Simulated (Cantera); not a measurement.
Charge: 1 mol B₂O₃, 0.74 mol SiCl₄, 4 mol O₂, equilibrated at 875 K and 26.0 mbar.

Cantera equilibrium calculation (NASA polynomials, part measured and part estimated; ideal gas, pure solids and liquids). Condensed phases not in the tables: borates and borosilicate glass, alloys, solid solutions and most ternary compounds. Rates play no part.

| species | before | after |
|---|---|---|
| O₂ | 0.688 | 0.681 |
| Cl₂ | 0.312 | 0.299 |
| Cl | 0.000160 | 0.0207 |
| ClO | 1.95e-6 | 0.000103 |
| B₂O₃(l), mol | 1.00 | 1.000 |
| SiO₂(β-quartz), mol | 0.740 | 0.740 |
Gas species are given as mole fractions.

Q: What was changed between the two runs?
A. temperature from 875 K to 1225 K
B. temperature from 875 K to 1000 K
C. temperature from 875 K to 1400 K
D. temperature from 875 K to 1048.15 K

A: A, temperature from 875 K to 1225 K. Mutual solubility and eutectic melting of coexisting phases are not modelled. The tables hold silica as quartz up to 1696 K and as liquid above; real silica turns to tridymite and cristobalite and melts near 1996 K
